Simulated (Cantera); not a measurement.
An isothermal, constant-pressure homogeneous reactor starts with CO : O2 : H2O : N2 = 0.0082 : 0.064 : 0.091 : 1 (molar parts), equivalence ratio 0.064, at 950 K and 9.77 atm. Integrator tolerance rtol = 1e-08.

Model: GRI-Mech 3.0 (53 species, 325 reactions), integrated in Cantera.

### Question
What does this change do: CO 0.0082 to 0.052 parts?

### Answer
```
quantity                                             before                                      after
----------------  -----------------------------------------  -----------------------------------------
x(CO) at 30.0 s     0.000324 (gas-phase equilibrium <1e-12)    0.000448 (gas-phase equilibrium <1e-12)
x(O2) at 30.0 s       0.0518 (gas-phase equilibrium 0.0517)      0.0324 (gas-phase equilibrium 0.0322)
x(H2O) at 30.0 s      0.0785 (gas-phase equilibrium 0.0785)      0.0770 (gas-phase equilibrium 0.0771)
x(CO2) at 30.0 s    0.00675 (gas-phase equilibrium 0.00707)      0.0436 (gas-phase equilibrium 0.0440)
x(N2O) at 30.0 s    3.81e-8 (gas-phase equilibrium 2.61e-9)    1.20e-7 (gas-phase equilibrium 2.02e-9)
x(O) at 30.0 s    2.33e-11 (gas-phase equilibrium 2.31e-12)  3.18e-11 (gas-phase equilibrium 1.82e-12)
```
The temperature is held fixed by assumption; the heat of reaction is taken as removed at once.

### Question
What does this change do: N2 1 to 7.7 parts?

### Answer
```json
[
 {"quantity": "x(CO) at 30.0 s", "before": "0.000324 (gas-phase equilibrium <1e-12)", "after": "0.000253 (gas-phase equilibrium <1e-12)"},
 {"quantity": "x(O2) at 30.0 s", "before": "0.0518 (gas-phase equilibrium 0.0517)", "after": "0.00775 (gas-phase equilibrium 0.00762)"},
 {"quantity": "x(H2O) at 30.0 s", "before": "0.0785 (gas-phase equilibrium 0.0785)", "after": "0.0116 (gas-phase equilibrium 0.0116)"},
 {"quantity": "x(CO2) at 30.0 s", "before": "0.00675 (gas-phase equilibrium 0.00707)", "after": "0.000790 (gas-phase equilibrium 0.00104)"},
 {"quantity": "x(N2O) at 30.0 s", "before": "3.81e-8 (gas-phase equilibrium 2.61e-9)", "after": "4.18e-8 (gas-phase equilibrium 1.14e-9)"},
 {"quantity": "x(O) at 30.0 s", "before": "2.33e-11 (gas-phase equilibrium 2.31e-12)", "after": "9.67e-11 (gas-phase equilibrium <1e-12)"}
]
```
